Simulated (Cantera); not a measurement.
A perfectly stirred reactor is fed with CH4 : O2 : N2 = 1 : 2.74 : 10.4 (molar parts), at 760 Torr; it is adiabatic with a 673 K inlet, and is followed from long to short residence time, starting on the burning branch (τ in s: 0.071, 0.032, 0.015, 0.0067, 0.0031, 0.0014, 0.00064, 0.00029, 0.00013, 6.1e-05).

Model: GRI-Mech 3.0 (53 species, 325 reactions), integrated in Cantera.

One state of this run: T (K) = 2124; x CH4 = 1.38e-5; x O2 = 0.0525; x C2H6 = 3.18e-11; x HCO = 1.16e-7; x CO = 0.00293; x N2O = 3.62e-7. x: mole fraction; the columns are a selection and need not sum to one.

**Question.** Which value of τ (s) does it belong to?
(A) 0.00029
(B) 0.015
(C) 0.0031
(D) 0.0067

**Answer.** B, 0.015
